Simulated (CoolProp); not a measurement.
Cyclopropane along the isotherm 417.6 K: density (kg/m³) from the reference equation and from simpler models built on Tc = 398.7 K, pc = 5.605 MPa, ω = 0.131; each cubic takes its own stable root.

The numbers come from the reference Helmholtz-energy equation of state, Polt 1992 in CoolProp. This equation is an older, rougher fit; its heat capacities, sound speeds and derivatives of the liquid may be far off and weren't checked against measurements.

```csv
p (MPa),phase,reference,ideal gas,Redlich-Kwong,Soave-Redlich-Kwong
1.05,gas,13.51,12.73,13.51,13.50
2.1,gas,28.92,25.45,28.92,28.87
3.15,gas,47.04,38.18,47.05,46.89
4.2,gas,69.33,50.90,69.37,68.93
5.25,gas,99.22,63.63,99.22,98.00
6.31,supercritical,148.3,76.48,147.8,143.2
7.36,supercritical,255.6,89.20,239.4,224.9
8.41,supercritical,339.3,101.9,296.2,286.2
```
